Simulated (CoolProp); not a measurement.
Saturation properties of n-octane.

The numbers come from the reference Helmholtz-energy equation of state, Beckmüller 2019 in CoolProp.

| T (K) | p (MPa) | liquid cp (kJ/(kg K)) | vapour Z | surface tension (mN/m) | liquid viscosity (µPa s) | liquid conductivity (mW/(m K)) |
|---|---|---|---|---|---|---|
| 282.9 | 0.0007496 | 2.175 | 0.9985 | 22.7 | 622 | 129 |
| 300.5 | 0.002136 | 2.236 | 0.9967 | 20.9 | 497 | 124 |
| 318.1 | 0.005294 | 2.302 | 0.9934 | 19.2 | 408 | 119 |
| 335.7 | 0.01169 | 2.372 | 0.9880 | 17.6 | 342 | 113 |
| 353.3 | 0.02348 | 2.445 | 0.9801 | 16.0 | 291 | 108 |
| 370.9 | 0.04353 | 2.521 | 0.9690 | 14.4 | 250 | 104 |
| 388.5 | 0.07545 | 2.600 | 0.9542 | 12.9 | 217 | 99.1 |
| 406.1 | 0.1236 | 2.682 | 0.9354 | 11.4 | 190 | 94.7 |
| 423.7 | 0.1929 | 2.767 | 0.9119 | 9.88 | 166 | 90.4 |
| 441.3 | 0.2890 | 2.857 | 0.8834 | 8.43 | 146 | 86.3 |
| 458.9 | 0.4181 | 2.954 | 0.8493 | 7.01 | 128 | 82.2 |
| 476.5 | 0.5869 | 3.062 | 0.8088 | 5.63 | 112 | 78.3 |
| 494.1 | 0.8031 | 3.188 | 0.7609 | 4.30 | 96.8 | 74.4 |
| 511.7 | 1.075 | 3.348 | 0.7038 | 3.03 | 83.2 | 70.7 |
| 529.3 | 1.412 | 3.590 | 0.6343 | 1.85 | 70.2 | 67.2 |

It boils at 398.8 K under 1 atm.

Viscosity comes from a separate model (Huber 2004). Thermal conductivity comes from a separate model (Huber 2005). Surface tension comes from a separate correlation (Mulero 2012).
